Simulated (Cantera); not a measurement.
Catalytic stagnation flow on Pt

A jet of 1.95 % H2, 7.24 % O2, 90.8 % N2 at 300 K and 53.3 Torr hits a platinum plate 2.2 cm away at a mass flux of 0.026 kg/m²/s; the plate temperature is set and raised in steps from an oxygen-covered start.

Cantera simulation using Deutschmann's 1995 Pt surface mechanism with GRI-Mech 3.0 gas chemistry; the numbers are that mechanism's predictions, not measurements. Catalytic surfaces can have several steady states; this one follows from the mechanism file's or the stated starting coverage.

| plate T (K) | wall x H2 | wall x O2 | wall x H2O | wall x OH | θ free Pt | θ O* | θ OH* |
|---|---|---|---|---|---|---|---|
| 700 | 0.00196 | 0.0542 | 0.0330 | <1e-8 | 0.0740 | 0.923 | 0.00250 |
| 750 | 0.00164 | 0.0539 | 0.0334 | <1e-8 | 0.0939 | 0.904 | 0.00203 |
| 800 | 0.00124 | 0.0535 | 0.0340 | <1e-8 | 0.133 | 0.865 | 0.00179 |
| 850 | 0.000920 | 0.0532 | 0.0344 | 1.26e-8 | 0.188 | 0.810 | 0.00161 |
| 900 | 0.000723 | 0.0530 | 0.0346 | 3.87e-8 | 0.252 | 0.746 | 0.00143 |
| 950 | 0.000593 | 0.0529 | 0.0348 | 1.07e-7 | 0.321 | 0.678 | 0.00126 |
| 1000 | 0.000506 | 0.0530 | 0.0345 | 2.65e-7 | 0.392 | 0.607 | 0.00109 |
x: mole fraction at the wall; θ: surface coverage.
